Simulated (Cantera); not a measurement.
An isothermal, constant-pressure homogeneous reactor starts with C3H8 : H2 = 1 : 3.2 (molar parts), at 1600 K and 0.0474 atm.

Cantera simulation using GRI-Mech 3.0 (53 species, 325 reactions); the numbers are that mechanism's predictions, not measurements. GRI-Mech 3.0 was tuned for natural gas; its chemistry of propane as a main component is partial and can be far from experiment. GRI-Mech 3.0 stops at C3 and has no aromatics, soot or wall deposition, so with more carbon than oxygen in the feed, carbon stays in small species such as C2H2 where larger ones or solid carbon would form. Radical loss at walls, strong at low pressure, is not modelled.

Q: Predict: x(H2) at 20.0 s; x(CH2) at 20.0 s; x(C2H4) at 20.0 s; x(CH4) at 20.0 s; x(C2H6) at 20.0 s; x(CH3) at 20.0 s.

A: 
```
Item                                                   Value
-----------------  -----------------------------------------
x(H2) at 20.0 s          0.787 (gas-phase equilibrium 0.788)
x(CH2) at 20.0 s     8.21e-9 (gas-phase equilibrium 7.06e-9)
x(C2H4) at 20.0 s  0.000860 (gas-phase equilibrium 0.000861)
x(CH4) at 20.0 s     0.00552 (gas-phase equilibrium 0.00470)
x(C2H6) at 20.0 s    1.64e-7 (gas-phase equilibrium 1.38e-7)
x(CH3) at 20.0 s     3.15e-5 (gas-phase equilibrium 2.69e-5)
```
